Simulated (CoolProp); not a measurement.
Computed with CoolProp (reference Helmholtz-energy equation of state, Lemmon 2016).

Task: For R365MFC, give the phase and the cv (kJ/(kg K)), expansivity (1/kK) at 72.95 °C and 1.18 bar; 72.95 °C and 2.68 bar; 72.95 °C and 71.8 bar.

Result: 
- 72.95 °C and 1.18 bar: gas; cv 1.03, expansivity 3.32
- 72.95 °C and 2.68 bar: gas; cv 1.05, expansivity 4.11
- 72.95 °C and 71.8 bar: liquid; cv 1.11, expansivity 1.86
